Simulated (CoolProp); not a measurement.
Vapour-liquid equilibrium of CH2F2 (R32) (1) + R142b (2) at 255.8 K; x and y are mole fractions of (1).

The numbers come from the multi-fluid Helmholtz-energy mixture model, Tillner-Roth 1997 and Lemmon 2006; pair parameters Bell 2016 in CoolProp.

```csv
x,bubble pressure (bar),y at the bubble point,dew pressure at overall composition x (bar),liquid density (mol/L)
0.05,0.9534,0.277,0.7504,12.33
0.2,1.673,0.641,0.8732,13.24
0.35,2.340,0.782,1.044,14.27
0.5,2.914,0.855,1.296,15.45
0.65,3.406,0.903,1.705,16.84
0.8,3.856,0.943,2.465,18.52
0.95,4.315,0.984,3.939,20.58
```

No azeotrope shows between x = 0.05 and 0.95.

Pair parameters are fitted to limited data, so mixtures are less certain than the pure fluids.
